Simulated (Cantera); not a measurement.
Feed: 1 mol Si3N4, 47 mol HCl, 69 mol N2, equilibrated at 1450 K and 0.0120 Torr.

These are equilibrium values from Cantera (NASA tables, ideal gas, pure condensed phases), not measurements of a reactor. Candidate condensed phases: NH4Cl, Si, Si3N4; 28 gas species. The tables' values for SiCl3 are old estimates; treat these amounts as uncertain. Equilibrium is a limit: real reactors are often held back by kinetics, nucleation or transport.

Base state: N2 0.601, HCl 0.342, H2 0.0276, SiCl2 0.0246, Cl 0.00397, SiCl3 0.000704, H 0.000393, SiCl4 7.37e-5 (mole fractions); condensed: gas only.

### Question
What changes in the equilibrium state with this change: pressure from 0.0120 Torr to 750 Torr?

### Answer
| species | before | after |
|---|---|---|
| N2 | 0.601 | 0.617 |
| HCl | 0.342 | 0.306 |
| H2 | 0.0276 | 0.0508 |
| SiCl2 | 0.0246 | 0.000295 |
| SiCl4 | 7.37e-5 | 0.0240 |
| SiHCl3 | 5.12e-7 | 0.000343 |
| Cl | 0.00397 | 1.05e-5 |
| H | 0.000393 | 2.13e-6 |
| SiCl3 | 0.000704 | 0.00139 |
